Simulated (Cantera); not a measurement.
A freely propagating, adiabatic, planar premixed flame of 23.2 % H2, 16.1 % O2, 60.6 % N2, equivalence ratio 0.72, unburnt at 375 K and 0.830 bar; mixture-averaged transport, grid criteria slope 0.08 and curve 0.16, no radiation.

Detailed kinetics in Cantera: the H2/O2 subset of GRI-Mech 3.0, which has no nitrogen chemistry. Burning velocities carry a grid error of a few per cent, more on coarse grids.

**Question.** Predict: laminar burning velocity; thermal thickness; peak x(OH); peak x(HO2); peak x(H2O2); peak x(O).

**Answer.** 
```
Quantity                     Value
------------------------  --------
laminar burning velocity  209 cm/s
thermal thickness         0.460 mm
peak x(OH)                  0.0119
peak x(HO2)               0.000381
peak x(H2O2)               6.82e-5
peak x(O)                  0.00999
```
